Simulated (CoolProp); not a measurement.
Vapour-liquid equilibrium of carbon dioxide (1) + n-pentane (2) at 268.5 K; x and y are mole fractions of (1).

The numbers come from the multi-fluid Helmholtz-energy mixture model, Span 1996 and Thol 2019; pair parameters Kunz 2012 in CoolProp.

| x | bubble pressure (bar) | y at the bubble point | dew pressure at overall composition x (bar) | liquid density (mol/L) |
|---|---|---|---|---|
| 0.05 | 2.146 | 0.907 | 0.2075 | 9.281 |
| 0.2 | 8.547 | 0.975 | 0.2467 | 10.21 |
| 0.35 | 14.13 | 0.985 | 0.3040 | 11.35 |
| 0.5 | 18.04 | 0.988 | 0.3955 | 12.78 |
| 0.65 | 20.90 | 0.990 | 0.5654 | 14.59 |
| 0.8 | 24.02 | 0.993 | 0.9915 | 16.98 |
| 0.95 | 28.68 | 0.998 | 4.046 | 20.29 |

No azeotrope shows between x = 0.05 and 0.95.

Pair parameters are fitted to limited data, so mixtures are less certain than the pure fluids. The gap from Raoult's law changes sign with composition, which may be real or a fault of the pair parameters; it wasn't checked against measurements.
